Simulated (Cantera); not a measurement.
A Cantera script and what it prints.

```python
import numpy as np
import cantera as ct

gas_names = """
    C CN CO CO2 C2 CCN CNC C2N2 C2O C3 C3O2 C4 C4N2 C5 Fe FeC5O5 FeO N NCO NO NO2 NO3 N2 N2O O O2 O3
""".split()
cond_names = """
    C(gr) Fe(a) Fe(c) Fe(d) Fe(L) FeC5O5(L) FeO(s) FeO(L) Fe2O3(s) Fe3O4(s)
""".split()


# ... load() reads the species with a 1 bar reference pressure and builds the phases ...
atoms = {
    'Fe2O3': {'Fe': 2, 'O': 3},
    'CO': {'C': 1, 'O': 1},
    'N2': {'N': 2},
}
top_T = {'C(gr)': 4500, 'Fe2O3(s)': 1830, 'Fe3O4(s)': 1870}  # K; cautious upper limits of use, not melting points


# ... equilibrate(T, P, feed) seeds the gas with the atoms and calls Mixture.equilibrate('TP', solver="vcs", rtol=1e-11, max_steps=5000) ...
results = []
T = 2098.15  # K
P = 10000  # Pa
for m in [1.2, 1.5, 1.9, 2.3, 2.8, 3.4, 4.2, 5.2, 6.4, 7.8, 9.6, 12]:
    feed = {'Fe2O3': 1, 'CO': m, 'N2': 1.7}  # mol
    mix = equilibrate(T, P, feed)
    results.append((T, P, feed, dict(zip(mix.species_names, mix.species_moles))))

top = {s: max(r[3][s] / sum(r[3][g] for g in gas_names) for r in results) for s in gas_names}
cols = sorted((s for s in top if top[s] > 1e-06), key=lambda s: -top[s])[:9]
seen = [c for c in cond_names if any(r[3].get(c, 0) > 1e-12 for r in results)]
print("log10 of partial pressures in bar; condensed amounts in mol")
print(f"{'n(CO)':>10s}" + "".join(f"{s[:9]:>10s}" for s in cols + seen))
for T, P, feed, n in results:
    ng = sum(n[g] for g in gas_names)
    print(f"{feed['CO']:10.4g}" + "".join(f"{np.log10(max(n[s] / ng * P / 1e5, 1e-99)):10.3f}" for s in cols)
          + "".join(f"{n.get(c, 0):10.4g}" for c in seen))
```

Output:

```
log10 of partial pressures in bar; condensed amounts in mol
     n(CO)        CO        N2       CO2        Fe        O2        NO         O       FeO    FeO(L)
       1.2    -2.136    -1.233    -1.469    -4.666    -3.745    -4.103    -4.735    -4.909     1.999
       1.5    -1.805    -1.275    -1.506    -4.298    -4.481    -4.492    -5.103    -4.909     1.998
       1.9    -1.603    -1.326    -1.556    -4.047    -4.984    -4.769    -5.355    -4.909     1.996
       2.3    -1.490    -1.372    -1.601    -3.889    -5.300    -4.950    -5.513    -4.909     1.994
       2.8    -1.401    -1.424    -1.651    -3.749    -5.579    -5.115    -5.652    -4.909     1.991
       3.4    -1.331    -1.478    -1.704    -3.626    -5.825    -5.265    -5.775    -4.909     1.987
       4.2    -1.270    -1.542    -1.764    -3.505    -6.069    -5.419    -5.897    -4.909     1.981
       5.2    -1.220    -1.610    -1.829    -3.391    -6.296    -5.566    -6.010    -4.909     1.971
       6.4    -1.182    -1.680    -1.893    -3.288    -6.501    -5.704    -6.113    -4.909     1.957
       7.8    -1.152    -1.750    -1.955    -3.196    -6.685    -5.831    -6.205    -4.909     1.938
       9.6    -1.127    -1.826    -2.020    -3.106    -6.865    -5.959    -6.295    -4.909     1.909
        12    -1.105    -1.911    -2.087    -3.017    -7.043    -6.090    -6.384    -4.909     1.865
```

Cantera equilibrium calculation (NASA polynomials, part measured and part estimated; ideal gas, pure solids and liquids). The tables' stoichiometric FeO is somewhat more stable than real wüstite, so its field is too wide. FeO: taken at fixed stoichiometry.
